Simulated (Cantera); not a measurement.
An adiabatic, constant-pressure homogeneous reactor starts with 1.61 % C₃H₈, 20.6 % O₂, 77.7 % N₂, equivalence ratio 0.39, at 1648 K and 5.00 bar.

Computed with Cantera and GRI-Mech 3.0 (53 species, 325 reactions). GRI-Mech 3.0 was tuned for natural gas; its chemistry of propane as a main component is partial and can be far from experiment.

x: mole fraction; the columns are a selection and need not sum to one.

| t (s) | T (K) | x C₃H₈ | x O₂ | x HCO | x C₂H | x C₂H₆ | x H | x CH₂ |
|---|---|---|---|---|---|---|---|---|
| 2.00e-6 | 1640 | 0.0136 | 0.205 | 8.37e-7 | 2.12e-10 | 0.000153 | ? | 9.79e-7 |
| 9.71e-6 | 2076 | <1e-12 | 0.133 | 1.11e-6 | 1.81e-9 | 1.50e-11 | ? | 1.35e-6 |
| 4.72e-5 | 2412 | <1e-12 | 0.122 | 9.35e-10 | <1e-12 | <1e-12 | ? | <1e-12 |
| 0.000229 | 2447 | <1e-12 | 0.122 | 2.12e-10 | <1e-12 | <1e-12 | 0.000168 | <1e-12 |
| 0.00111 | 2445 | <1e-12 | 0.121 | 2.07e-10 | <1e-12 | <1e-12 | 0.000166 | <1e-12 |
| 0.00540 | 2436 | <1e-12 | 0.119 | 1.90e-10 | <1e-12 | <1e-12 | 0.000156 | <1e-12 |
| 0.0262 | 2422 | <1e-12 | 0.116 | 1.67e-10 | <1e-12 | <1e-12 | 0.000142 | <1e-12 |
| 0.127 | 2420 | <1e-12 | 0.115 | 1.64e-10 | <1e-12 | <1e-12 | 0.000141 | <1e-12 |
| 0.618 | 2420 | <1e-12 | 0.115 | 1.64e-10 | <1e-12 | <1e-12 | 0.000141 | <1e-12 |
| 3.00 | 2420 | <1e-12 | 0.115 | 1.64e-10 | <1e-12 | <1e-12 | 0.000141 | <1e-12 |

Task: Some entries are withheld; supply them.

Result: 
- 2.00e-6, x H: 3.49e-5
- 9.71e-6, x H: 0.00302
- 4.72e-5, x H: 0.000435
